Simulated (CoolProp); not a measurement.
Properties of fluorine along the isobar 420 kPa.

Model: reference Helmholtz-energy equation of state, de Reuck 1990, in CoolProp.

```tsv
T (°C)	phase	cv (kJ/(kg K))	speed of sound (m/s)	expansivity (1/kK)	fugacity coefficient
-146.95	gas	0.5702	[?]	9.031	0.9602
-127.65	gas	0.5628	208.1	7.467	0.9745
-108.35	gas	0.5609	222.4	6.419	0.9828
-89.05	gas	0.5625	235.5	5.654	0.9880
-69.75	gas	0.5667	247.7	5.065	0.9914
-50.45	gas	0.5728	259.1	4.594	0.9938
-31.05	gas	0.5802	269.9	4.206	0.9955
-11.75	gas	[?]	280.0	3.881	0.9967
7.55	gas	0.5971	289.8	3.605	0.9976
26.85	gas	[?]	[?]	3.367	0.9984
```

### Question
Fill in the missing entries.

### Answer

- -146.95, speed of sound (m/s): 192.2
- -11.75, cv (kJ/(kg K)): 0.5884
- 26.85, cv (kJ/(kg K)): 0.6060
- 26.85, speed of sound (m/s): 299.1
